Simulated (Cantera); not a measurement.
## H₂S + SO₂ (abatement and gas-phase synthesis)

Feed: 1 mol H₂S, 0.0056 mol SO₂, equilibrated at 277 °C and 660 Torr.

These are equilibrium values from Cantera (NASA tables, ideal gas, pure condensed phases), not measurements of a reactor. Candidate condensed phases: H₂O, H₂SO₄, S; 19 gas species. Gases not in the tables: S₃ to S₇. The numbers say what is thermodynamically allowed, not how fast it happens.

The x(H₂S) is 0.987 and the x(H₂O) is 0.0112. The x(S₈) comes out as 0.00210 and the x(H₂) is 0.000159. The x(S₂) comes out as 6.43e-5 and the gas amount is 1.002 mol. The log10 activity of S(l) (absent) is -0.13 and the log10 activity of H₂SO₄(l) (absent) comes out as -23.09.
